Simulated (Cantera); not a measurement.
# Silicon carbide growth: CH₃SiH₃ + HCl + H₂

A closed system holds: 1 mol CH₃SiH₃, 1.9 mol HCl, 150 mol H₂, equilibrated at 1348 K and 1.00 bar.

These are equilibrium values from Cantera (NASA tables, ideal gas, pure condensed phases), not measurements of a reactor. Candidate condensed phases: C, C₆H₆, C₇H₈, C₈H₁₈, Si, SiC; 109 gas species. The feed counts by its element totals alone. The numbers say what is thermodynamically allowed, not how fast it happens.

The x(H₂) is 0.988, the x(HCl) is 0.0120 and the x(CH₄) is 0.000114. The x(SiCl₂) is 7.72e-5. The x(SiHCl₃) is 1.46e-5 and the x(SiH₂Cl₂) is 9.93e-6. The x(SiCl₃) is 6.93e-6 and the x(SiCl₄) is 3.13e-6. The x(H) comes out as 2.30e-6, the n(SiC(s)) is 0.982 mol and the gas amount is 154.9 mol. The log10 activity of Si(s) (absent) is -0.73. The log10 activity of C(graphite) (absent) comes out as -1.70.
